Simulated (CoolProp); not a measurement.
o-xylene along the isotherm 219.95 °C: Z from the reference equation and from simpler models built on Tc = 357.1 °C, pc = 3737 kPa, ω = 0.312; each cubic takes its own stable root.

The numbers come from the reference Helmholtz-energy equation of state, Zhou 2012 in CoolProp.

```csv
p (kPa),phase,reference
59.1,gas,0.9861
95.5,gas,0.9773
154,gas,0.9629
249,gas,0.9386
403,gas,0.8962
650,liquid,0.02443
1050,liquid,0.03939
1700,liquid,0.06358
2740,liquid,0.1020
4430,liquid,0.1638
7160,liquid,0.2622
11600,liquid,0.4189
18700,liquid,0.6627
```

**Question.** How far does each simpler model (van der Waals, Peng-Robinson) lie from the reference over these 13 states: mean and median of the absolute difference, and the worst?

**Answer.** 
- van der Waals: mean 458.8 %, median 59.7 %, worst +3577.9 % at 219.95 °C and 650 kPa
- Peng-Robinson: mean 0.7 %, median 0.7 %, worst -1.4 % at 219.95 °C and 18700 kPa

At some of these states van der Waals gives the other phase, because its saturation line lies elsewhere.
